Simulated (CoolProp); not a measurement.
Vapour-liquid equilibrium of carbon dioxide (1) + 1-butene (2) at 260.2 K; x and y are mole fractions of (1).

Model: multi-fluid Helmholtz-energy mixture model, Span 1996 and Lemmon 2005; pair parameters Bell 2016, in CoolProp.

| x | bubble pressure (kPa) | y at the bubble point | dew pressure at overall composition x (kPa) | liquid density (mol/L) |
|---|---|---|---|---|
| 0.05 | 218.6 | 0.649 | 81.74 | 11.61 |
| 0.125 | 440.1 | 0.830 | 88.77 | 12.13 |
| 0.2 | 661.5 | 0.890 | 97.09 | 12.68 |
| 0.275 | 872.4 | 0.919 | 107.1 | 13.27 |
| 0.35 | 1066 | 0.936 | 119.3 | 13.90 |
| 0.425 | 1240 | 0.947 | 134.7 | 14.58 |
| 0.5 | 1396 | 0.955 | 154.6 | 15.32 |
| 0.575 | 1539 | 0.961 | 181.4 | 16.12 |
| 0.65 | 1673 | 0.967 | 219.4 | 16.99 |
| 0.725 | 1808 | 0.973 | 277.5 | 17.95 |
| 0.8 | 1951 | 0.979 | 377.5 | 19.03 |
| 0.875 | 2110 | 0.985 | 589.8 | 20.24 |
| 0.95 | 2294 | 0.994 | 1298 | 21.62 |

No azeotrope shows between x = 0.05 and 0.95.

Pair parameters are fitted to limited data, so mixtures are less certain than the pure fluids. The gap from Raoult's law changes sign with composition, which may be real or a fault of the pair parameters; it wasn't checked against measurements.
